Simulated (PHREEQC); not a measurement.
# Reverse-osmosis reject: an equilibrium model

A made-up water analysis in mmol/kgw, 18 °C, pH 6.89, pe 11.4:

```tsv
constituent	mmol/kgw
Na	117
K	0.303
Ca	0.0918
Mg	0.0987
Cl	118
S(6)	1.89
Alkalinity (meq/kgw)	0.138
Ni	0.0167
Li	0.408
```

Valence states are taken as typed.

The numbers come from PHREEQC with the ion-association model, wateq4f.dat.

```
Item                         Result
--------------------  -------------
ionic strength        0.121 mol/kgw
charge-balance error         -1.6 %
```

```json
[
 {"species": "Cl-", "molality": "0.118", "activity": "0.0887", "log γ": "-0.124"},
 {"species": "Na+", "molality": "0.117", "activity": "0.0903", "log γ": "-0.112"},
 {"species": "SO4-2", "molality": "0.00157", "activity": "0.000555", "log γ": "-0.452"},
 {"species": "Li+", "molality": "0.000407", "activity": "0.000320", "log γ": "-0.104"},
 {"species": "NaSO4-", "molality": "0.000308", "activity": "0.000240", "log γ": "-0.109"},
 {"species": "K+", "molality": "0.000302", "activity": "0.000227", "log γ": "-0.124"},
 {"species": "HCO3-", "molality": "0.000130", "activity": "0.000102", "log γ": "-0.109"},
 {"species": "Mg+2", "molality": "9.47e-5", "activity": "3.71e-5", "log γ": "-0.407"},
 {"species": "Ca+2", "molality": "8.84e-5", "activity": "3.30e-5", "log γ": "-0.427"},
 {"species": "CO2", "molality": "3.18e-5", "activity": "3.27e-5", "log γ": "0.012"},
 {"species": "Ni+2", "molality": "1.33e-5", "activity": "4.76e-6", "log γ": "-0.448"},
 {"species": "NaHCO3", "molality": "5.01e-6", "activity": "5.15e-6", "log γ": "0.012"},
 {"species": "MgSO4", "molality": "3.90e-6", "activity": "4.01e-6", "log γ": "0.012"},
 {"species": "CaSO4", "molality": "3.33e-6", "activity": "3.42e-6", "log γ": "0.012"},
 {"species": "NiCl+", "molality": "1.37e-6", "activity": "1.06e-6", "log γ": "-0.112"}
]
```

This is a speciation only: nothing precipitates in the calculation. In wateq4f.dat the enthalpy of Ni(OH)2 has the wrong sign, so its saturation index can't be trusted away from 25 °C.
